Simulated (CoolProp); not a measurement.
C2F6 (R116) along the isotherm -36.15 °C: Z from the reference equation and from simpler models built on Tc = 19.9 °C, pc = 3.048 MPa, ω = 0.257; each cubic takes its own stable root.

Values from CoolProp's reference Helmholtz-energy equation of state, Lemmon 2006. It is a short technical equation, of lower accuracy than the large ones.

| p (MPa) | phase | reference |
|---|---|---|
| 2.03 | liquid | 0.1008 |
| 4.06 | liquid | 0.1989 |
| 6.1 | liquid | 0.2953 |
| 8.13 | liquid | 0.3895 |
| 10.2 | liquid | 0.4839 |
| 12.2 | liquid | 0.5739 |
| 14.2 | liquid | 0.6627 |
| 16.3 | liquid | 0.7548 |
| 18.3 | liquid | 0.8415 |
| 20.3 | liquid | 0.9274 |
| 22.3 | liquid | 1.013 |
| 24.4 | liquid | 1.101 |
| 26.4 | liquid | 1.185 |
| 28.4 | liquid | 1.268 |
| 30.5 | liquid | 1.354 |

### Question
How far does each simpler model (van der Waals, Redlich-Kwong, Soave-Redlich-Kwong, Peng-Robinson) lie from the reference over these 15 states: mean and median of the absolute difference, and the worst?

### Answer
- van der Waals: mean 44.7 %, median 43.0 %, worst +56.3 % at -36.15 °C and 2.03 MPa
- Redlich-Kwong: mean 5.5 %, median 4.6 %, worst +11.2 % at -36.15 °C and 2.03 MPa
- Soave-Redlich-Kwong: mean 3.1 %, median 2.6 %, worst +6.3 % at -36.15 °C and 2.03 MPa
- Peng-Robinson: mean 8.3 %, median 8.6 %, worst -9.2 % at -36.15 °C and 30.5 MPa
